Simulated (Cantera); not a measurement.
Mixture: C3H8 : O2 : N2 : H2O = 1 : 3.85 : 16.2 : 1.6 (molar parts), equivalence ratio 1.3, at 6.51 atm, adiabatic and at constant pressure. Ignition delay is the time to a rise of 400 K.

Detailed kinetics in Cantera: GRI-Mech 3.0 (53 species, 325 reactions). GRI-Mech 3.0 was tuned for natural gas; its chemistry of propane as a main component is partial and can be far from experiment.

### Question
What does this change do: H2O 1.6 to 0.56 parts?

### Answer
| quantity | before | after |
|---|---|---|
| delay at 1323 K | 0.308 ms | 0.296 ms |
| delay at 1423 K | 74.9 µs | 71.1 µs |
| delay at 1523 K | 24.1 µs | 22.9 µs |
| delay at 1623 K | 9.96 µs | 9.47 µs |
| delay at 1723 K | 5.02 µs | 4.81 µs |
| apparent activation energy between 1623 and 1723 K | 160 kJ/mol | 160 kJ/mol |
